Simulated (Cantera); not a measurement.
## Diamond growth

A diamond (100) surface in a fixed gas of H2 with x(CH4) = 0.024, x(H) = 0.034, x(CH3) = 0.00082, 0.158 atm; coverages are run to steady state.

Model: the Harris–Goodwin 1993 mechanism for the reconstructed diamond (100) surface, integrated in Cantera.

```json
[
 {"T (K)": "925", "growth (µm/h)": "46.8", "θ c6HH": "0.652", "θ c6H*": "0.0130", "θ c6*H": "0.306", "θ c6**": "0.00544", "θ c6HM": "0.0179"},
 {"T (K)": "1000", "growth (µm/h)": "68.8", "θ c6HH": "0.586", "θ c6H*": "0.0191", "θ c6*H": "0.367", "θ c6**": "0.00975", "θ c6HM": "0.0130"},
 {"T (K)": "1075", "growth (µm/h)": "93.6", "θ c6HH": "0.524", "θ c6H*": "0.0262", "θ c6*H": "0.420", "θ c6**": "0.0159", "θ c6HM": "0.00961"},
 {"T (K)": "1150", "growth (µm/h)": "118", "θ c6HH": "0.468", "θ c6H*": "0.0339", "θ c6*H": "0.463", "θ c6**": "0.0242", "θ c6HM": "0.00706"},
 {"T (K)": "1225", "growth (µm/h)": "131", "θ c6HH": "0.418", "θ c6H*": "0.0420", "θ c6*H": "0.497", "θ c6**": "0.0346", "θ c6HM": "0.00484"},
 {"T (K)": "1300", "growth (µm/h)": "118", "θ c6HH": "0.375", "θ c6H*": "0.0502", "θ c6*H": "0.523", "θ c6**": "0.0470", "θ c6HM": "0.00273"},
 {"T (K)": "1375", "growth (µm/h)": "88.7", "θ c6HH": "0.337", "θ c6H*": "0.0582", "θ c6*H": "0.541", "θ c6**": "0.0613", "θ c6HM": "0.00117"}
]
```
θ: site fractions in the mechanism's names (c6HH fully hydrogenated, c6H* and c6*H radical sites, c6** diradical, c6HM methylated).
